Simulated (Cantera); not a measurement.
Feed: 1 mol MgCO₃, 2.3 mol SO₃, 3.7 mol H₂O, equilibrated at 0.133 bar.

Method: chemical equilibrium by Gibbs-energy minimisation in Cantera with the NASA 1993 tables (ideal gas, pure condensed phases). Candidate condensed phases: C, C₆H₆, C₇H₈, C₈H₁₈, H₂O, H₂SO₄, Mg, MgCO₃, MgO, Mg(OH)₂, MgS, MgSO₄, S; 130 gas species. Mutual solubility and eutectic melting of coexisting phases are not modelled. Rates play no part.

x: gas mole fraction; n: condensed amount in mol.

```csv
T (K),x H₂O,x SO₂,x SO₃,x CO₂,x O₂,x H₂SO₄,x OH,n MgSO₄(s),n MgO(s)
600,0.583,0.00240,0.147,0.181,0.00120,0.0855,<1e-12,1.00,0
700,0.608,0.0188,0.190,0.166,0.00938,0.00764,5.04e-11,1.00,0
800,0.597,0.0642,0.145,0.161,0.0321,0.000769,2.21e-9,1.00,0
900,0.578,___,___,0.156,___,___,___,1.00,0
1000,0.565,___,___,0.153,___,___,___,1.00,0
1100,0.560,0.184,0.0127,0.151,0.0920,1.53e-6,2.17e-6,1.00,0
1200,0.457,0.273,0.00948,0.124,0.137,4.22e-7,9.51e-6,0.0132,0.987
1300,0.455,0.278,0.00463,0.123,0.139,1.06e-7,3.34e-5,0,1.00
1400,0.454,0.280,0.00247,0.123,0.140,3.24e-8,9.81e-5,0,1.00
1500,0.454,0.281,0.00144,0.123,0.140,1.17e-8,0.000249,0,1.000
```

Task: What belongs in the gaps?

Result: 
- 1000, x SO₂: 0.167
- 1000, x SO₃: 0.0318
- 1000, x O₂: 0.0834
- 1000, x H₂SO₄: 1.03e-5
- 1000, x OH: 3.59e-7
- 900, x SO₂: 0.126
- 900, x SO₃: 0.0770
- 900, x O₂: 0.0630
- 900, x H₂SO₄: 8.52e-5
- 900, x OH: 3.86e-8
